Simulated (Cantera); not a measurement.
A closed system holds: 1 mol TEOS, 5.1 mol NO, 130 mol N₂, at 1330 Pa.

Cantera equilibrium calculation (NASA polynomials, part measured and part estimated; ideal gas, pure solids and liquids). Candidate condensed phases: C, C₆H₆, C₇H₈, C₈H₁₈, H₂O, Si, SiC, SiO₂, Si₂N₂O, Si₃N₄; 151 gas species. The feed counts by its element totals alone. Mutual solubility and eutectic melting of coexisting phases are not modelled. The tables hold silica as quartz up to 1696 K and as liquid above; real silica turns to tridymite and cristobalite and melts near 1996 K. The numbers say what is thermodynamically allowed, not how fast it happens.

Question: Which condensed phases are stable at each of these points (T (°C)): 302, 402, 502, 602, 702, 802, 902, 1002, 1102, 1202, 1302, 1402?

Answer: 
```csv
T (°C),condensed phases,Si condensed (%)
302,C(graphite) + SiO₂(α-quartz),100.0
402,C(graphite) + SiO₂(α-quartz),100.0
502,C(graphite) + SiO₂(α-quartz),100.0
602,C(graphite) + SiO₂(β-quartz),100.0
702,C(graphite) + SiO₂(β-quartz),100.0
802,C(graphite) + SiO₂(β-quartz),100.0
902,SiO₂(β-quartz) + Si₂N₂O(s),100.0
1002,SiO₂(β-quartz) + Si₂N₂O(s),100.0
1102,SiO₂(β-quartz) + Si₂N₂O(s),99.7
1202,SiO₂(β-quartz) + Si₂N₂O(s),94.4
1302,SiO₂(β-quartz) + Si₂N₂O(s),24.7
1402,SiO₂(β-quartz),7.6
```

From 302 °C to 502 °C the condensed part is C(graphite) + SiO₂(α-quartz). From 602 °C to 802 °C the condensed part is C(graphite) + SiO₂(β-quartz). From 902 °C to 1302 °C the condensed part is SiO₂(β-quartz) + Si₂N₂O(s). At 1402 °C the condensed part is SiO₂(β-quartz).
